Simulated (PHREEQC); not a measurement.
HNO3 is added in steps, without added water, to 1 kg of water holding 0.11 mol K2CO3, 0.00048 mol Fe(NO3)3 and 0.0028 mol CO2, at 9.8 °C. Oxygen is held at 0.21 atm. CO2 is held at log p = -3.4 (atm). Nothing may precipitate in this run.

Base run: PHREEQC, ion-association model, phreeqc.dat. Each further column changes one thing. The table gives HCO3- (mol/kgw).

| HNO3 added (mol) | base | Fe(NO3)3 replaced by HNO3 at the same molality | Fe(NO3)3 from 0.00048 to 0.0024 mol/kgw | 0.1 mol/kgw H2SO4 added |
|---|---|---|---|---|
| 0 | 0.0885 | 0.0889 | 0.0867 | 0.0147 |
| 0.023 | 0.0826 | 0.0830 | 0.0807 | 1.08e-8 |
| 0.046 | 0.0764 | 0.0768 | 0.0743 | … |
| 0.069 | 0.0697 | … | 0.0675 | 5.61e-10 |
| 0.092 | 0.0626 | 0.0630 | 0.0601 | 3.54e-10 |
| 0.115 | 0.0547 | 0.0552 | 0.0521 | 2.51e-10 |
| 0.138 | 0.0460 | 0.0466 | 0.0431 | 1.91e-10 |
| 0.161 | 0.0362 | 0.0368 | … | 1.52e-10 |
| 0.184 | 0.0246 | 0.0253 | 0.0206 | 1.26e-10 |
| 0.207 | 0.00982 | 0.0107 | 0.00490 | … |
| 0.23 | 1.24e-9 | 1.19e-9 | … | 9.21e-11 |

Task: Some entries are withheld; supply them.

Result: 
- 0.046, 0.1 mol/kgw H2SO4 added: 1.15e-9
- 0.069, Fe(NO3)3 replaced by HNO3 at the same molality: 0.0701
- 0.161, Fe(NO3)3 from 0.00048 to 0.0024 mol/kgw: 0.0328
- 0.207, 0.1 mol/kgw H2SO4 added: 1.06e-10
- 0.23, Fe(NO3)3 from 0.00048 to 0.0024 mol/kgw: 1.21e-9

In at least one series the solution becomes supersaturated in solids that the run did not let form, among them Fe(OH)3(a). At this temperature some constants are extrapolated from 25 °C, and those without enthalpy data are left unchanged.
